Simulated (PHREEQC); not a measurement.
## Acid rinse or clean

Consider water at 25 °C with 0.091 mol HCl, 0.0053 mol ZnSO4 and 0.019 mol CuCl2 per kg of water. Closed to the air; pH follows from the charge balance.

All values are PHREEQC results (ion-association model, wateq4f.dat), not measurements.

Each row changes one thing in this solution. This is a speciation only: nothing precipitates in the calculation.

```tsv
case	pH	ionic strength (mol/kgw)	Zn+2 (mol/kgw)	HSO4- (mol/kgw)	CuCl+ (mol/kgw)	SO4-2 (mol/kgw)	SI of Chalcanthite (CuSO4:5H2O)	SI of Goslarite (ZnSO4:7H2O)
as made	1.15	0.154	0.00457	0.00352	0.00197	0.00119	-3.02	-4.26
HCl left out	4.66	0.0667	0.00451	3.22e-6	0.000729	0.00289	-2.41	-3.65
HCl from 0.091 to 0.137 mol/kgw	0.97	0.199	0.00447	0.00396	0.00243	0.000956	-3.20	-4.44
ZnSO4 from 0.0053 to 0.00265 mol/kgw	1.14	0.149	0.00231	0.00180	0.00201	0.000590	-3.31	-4.85
ZnSO4 from 0.0053 to 0.00106 mol/kgw	1.14	0.146	0.000932	0.000728	0.00204	0.000235	-3.70	-5.64
```

Some of these states are supersaturated (in Atacamite, Antlerite, for instance).
